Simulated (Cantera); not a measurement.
What does this Cantera script print?

```python
import numpy as np
import cantera as ct

gas_names = """
    N N2 Pb Pb2
""".split()
cond_names = """
    Pb(cr) Pb(L)
""".split()


# ... load() reads the species with a 1 bar reference pressure and builds the phases ...
atoms = {
    'Pb': {'Pb': 1},
    'N2': {'N': 2},
}
top_T = {}  # K; cautious upper limits of use, not melting points


# ... equilibrate(T, P, feed) seeds the gas with the atoms and calls Mixture.equilibrate('TP', solver="vcs", rtol=1e-11, max_steps=5000) ...
results = []
feed = {'Pb': 1, 'N2': 1}  # mol
P = 1000  # Pa
for T in [573, 623, 673, 723, 773, 823, 873, 923, 973, 1023]:
    mix = equilibrate(T, P, feed)
    results.append((T, P, feed, dict(zip(mix.species_names, mix.species_moles))))

top = {s: max(r[3][s] / sum(r[3][g] for g in gas_names) for r in results) for s in gas_names}
cols = sorted((s for s in top if top[s] > 0.001), key=lambda s: -top[s])[:5]
seen = [c for c in cond_names if any(r[3].get(c, 0) > 1e-12 for r in results)]
print("log10 of partial pressures in bar; condensed amounts in mol")
print(f"{'T/K':>10s}" + "".join(f"{s[:9]:>10s}" for s in cols + seen))
for T, P, feed, n in results:
    ng = sum(n[g] for g in gas_names)
    print(f"{T:10.4g}" + "".join(f"{np.log10(max(n[s] / ng * P / 1e5, 1e-99)):10.3f}" for s in cols)
          + "".join(f"{n.get(c, 0):10.4g}" for c in seen))
```

Output:

```
log10 of partial pressures in bar; condensed amounts in mol
       T/K        N2        Pb    Pb(cr)     Pb(L)
       573    -2.000   -12.079         1         0
       623    -2.000   -10.683         0         1
       673    -2.000    -9.514         0         1
       723    -2.000    -8.509         0         1
       773    -2.000    -7.637         0         1
       823    -2.000    -6.872         0         1
       873    -2.000    -6.197         0    0.9999
       923    -2.000    -5.596         0    0.9997
       973    -2.000    -5.058         0    0.9991
      1023    -2.001    -4.574         0    0.9973
```

These are equilibrium values from Cantera (NASA tables, ideal gas, pure condensed phases), not measurements of a reactor.
